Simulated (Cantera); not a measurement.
# Equilibrium for silicon oxide and oxynitride deposition: TEOS + O3 + O2

A closed system holds: 1 mol TEOS, 2.2 mol O3, 3.9 mol O2, held at 0.133 bar.

Equilibrium computed with Cantera from the NASA thermochemical tables; the gas is ideal and each condensed phase is pure. Candidate condensed phases: C, C6H6, C7H8, C8H18, H2O, Si, SiC, SiO2; 123 gas species. The feed counts by its element totals alone. The tables hold silica as quartz up to 1696 K and as liquid above; real silica turns to tridymite and cristobalite and melts near 1996 K. Gases not in the tables: Si(OH)4. Rates play no part.

```tsv
T (°C)	x H2O	x CO2	x H2	x CO	x CH4	n C(graphite)	n SiO2(α-quartz)	n SiO2(β-quartz)	n SiO2(condensed)
275	0.534	0.342	0.0377	0.000405	0.0855	2.24	1.00	0	0
375	0.412	0.365	0.142	0.00789	0.0734	1.64	1.00	0	0
475	0.250	0.351	0.294	0.0663	0.0382	0.667	1.00	0	0
575	0.195	0.278	0.358	0.166	0.00328	0	0	1.00	0
675	0.223	0.244	0.332	0.201	9.75e-5	0	0	1.00	0
775	0.249	0.218	0.307	0.227	5.10e-6	0	0	1.00	0
875	0.270	0.197	0.286	0.247	4.37e-7	0	0	1.00	0
975	0.286	0.180	0.269	0.264	5.49e-8	0	0	1.00	0
1075	0.300	0.167	0.256	0.278	9.35e-9	0	0	1.00	0
1175	0.311	0.155	0.244	0.289	2.03e-9	0	0	1.00	0
1275	0.321	0.146	0.235	0.298	5.40e-10	0	0	1.000	0
1375	0.328	0.138	0.227	0.306	1.69e-10	0	0	1.000	0
1475	0.335	0.132	0.220	0.313	6.07e-11	0	0	0	1.000
```
x: gas mole fraction; n: condensed amount in mol.

From 275 °C to 475 °C the condensed part is C(graphite) + SiO2(α-quartz). From 575 °C to 1375 °C the condensed part is SiO2(β-quartz). At 1475 °C the condensed part is SiO2(condensed).
